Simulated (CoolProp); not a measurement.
C3F8 (R218) along the isobar 13.5 MPa: Z from the reference equation and from simpler models built on Tc = 71.9 °C, pc = 2.640 MPa, ω = 0.317; each cubic takes its own stable root.

Model: reference Helmholtz-energy equation of state, Lemmon 2006, in CoolProp. It is a short technical equation, of lower accuracy than the large ones.

```tsv
T (°C)	phase	reference	van der Waals	Soave-Redlich-Kwong	Peng-Robinson
-117.05	liquid	1.017	1.610	1.088	0.9713
-101.85	liquid	0.9512	1.490	1.008	0.8996
-86.55	liquid	0.8965	1.389	0.9429	0.8408
-71.35	liquid	0.8515	1.306	0.8898	0.7930
-56.05	liquid	0.8138	1.234	0.8459	0.7534
-40.85	liquid	0.7826	1.174	0.8101	0.7213
-25.55	liquid	0.7568	1.122	0.7809	0.6952
-10.35	liquid	0.7359	1.077	0.7578	0.6747
4.95	liquid	0.7192	1.038	0.7400	0.6591
20.25	liquid	0.7068	1.004	0.7273	0.6483
35.45	liquid	0.6983	0.9754	0.7195	0.6423
50.75	liquid	0.6937	0.9504	0.7164	0.6408
65.95	liquid	0.6931	0.9291	0.7180	0.6440
81.25	supercritical	0.6967	0.9109	0.7246	0.6522
96.45	supercritical	0.7045	0.8958	0.7358	0.6651
```
